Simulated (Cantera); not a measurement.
What does this Cantera script print?

```python
import numpy as np
import cantera as ct

gas_names = """
    N N2 Si SiN Si2 Si2N Si3
""".split()
cond_names = """
    Si(cr) Si(L) Si3N4(a)
""".split()


# ... load() reads the species with a 1 bar reference pressure and builds the phases ...
atoms = {
    'Si3N4': {'Si': 3, 'N': 4},
    'Si': {'Si': 1},
    'N2': {'N': 2},
}
top_T = {'Si3N4(a)': 2400}  # K; cautious upper limits of use, not melting points


# ... equilibrate(T, P, feed) seeds the gas with the atoms and calls Mixture.equilibrate('TP', solver="vcs", rtol=1e-11, max_steps=5000) ...
results = []
feed = {'Si3N4': 1, 'Si': 0.27, 'N2': 0.34}  # mol
T = 2923.15  # K
for P in [1, 4.6, 22, 100, 460, 2200, 10000, 46000, 220000, 1000000]:
    mix = equilibrate(T, P, feed)
    results.append((T, P, feed, dict(zip(mix.species_names, mix.species_moles))))

top = {s: max(r[3][s] / sum(r[3][g] for g in gas_names) for r in results) for s in gas_names}
cols = sorted((s for s in top if top[s] > 1e-06), key=lambda s: -top[s])[:5]
seen = [c for c in cond_names if any(r[3].get(c, 0) > 1e-12 for r in results)]
print("log10 of partial pressures in bar; condensed amounts in mol")
print(f"{'P/Pa':>10s}" + "".join(f"{s[:9]:>10s}" for s in cols + seen))
for T, P, feed, n in results:
    ng = sum(n[g] for g in gas_names)
    print(f"{P:10.4g}" + "".join(f"{np.log10(max(n[s] / ng * P / 1e5, 1e-99)):10.3f}" for s in cols)
          + "".join(f"{n.get(c, 0):10.4g}" for c in seen))
```

It prints:

```
log10 of partial pressures in bar; condensed amounts in mol
      P/Pa        N2        Si       Si2       SiN      Si2N     Si(L)
         1    -5.381    -5.235   -10.665    -9.158   -13.404         0
       4.6    -4.718    -4.572    -9.339    -8.163   -11.747         0
        22    -4.038    -3.892    -7.980    -7.144   -10.048         0
       100    -3.380    -3.235    -6.665    -6.157    -8.404         0
       460    -2.717    -2.574    -5.342    -5.165    -6.750         0
      2200    -2.036    -1.899    -3.993    -4.150    -5.061         0
     1e+04    -1.371    -1.265    -2.724    -3.183    -3.459         0
   4.6e+04    -0.419    -1.151    -2.496    -2.592    -2.755     2.754
   2.2e+05     0.325    -1.151    -2.496    -2.220    -2.383     3.168
     1e+06     0.996    -1.151    -2.496    -1.885    -2.048     3.244
```

Cantera equilibrium calculation (NASA polynomials, part measured and part estimated; ideal gas, pure solids and liquids). The tables' values for SiN are old estimates; treat these amounts as uncertain.
